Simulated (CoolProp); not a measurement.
Model: reference Helmholtz-energy equation of state, Lemmon 2006, in CoolProp. It is a short technical equation, of lower accuracy than the large ones.

Q: For carbonyl sulfide, give the phase and the density (kg/m³), cv (kJ/(kg K)), isothermal compressibility (1/MPa), fugacity coefficient at 72.95 °C and 8.75 MPa; 87.85 °C and 8.75 MPa; 162.55 °C and 8.75 MPa.

A: 
- 72.95 °C and 8.75 MPa: liquid; density 872, cv 0.723, isothermal compressibility 0.00908, fugacity coefficient 0.350
- 87.85 °C and 8.75 MPa: liquid; density 810, cv 0.732, isothermal compressibility 0.0149, fugacity coefficient 0.425
- 162.55 °C and 8.75 MPa: supercritical; density 228, cv 0.735, isothermal compressibility 0.191, fugacity coefficient 0.721
